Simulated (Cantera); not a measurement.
A closed system holds: 1 mol CO2, 0.39 mol SO2, 0.42 mol H2, equilibrated at 1.33 mbar.

Method: chemical equilibrium by Gibbs-energy minimisation in Cantera with the NASA 1993 tables (ideal gas, pure condensed phases). Candidate condensed phases: C, C6H6, C7H8, C8H18, H2O, H2SO4, S; 146 gas species. Ions and electrons are included (thermal ionisation). Rates play no part.

Q: At 4000 K, list the 7 most abundant gas species with their mole fractions, and the condensed phases.

A: O 0.444, CO 0.249, H 0.209, S 0.0971, SO 0.000180, O2 0.000118, OH 8.68e-5. Condensed: gas only.
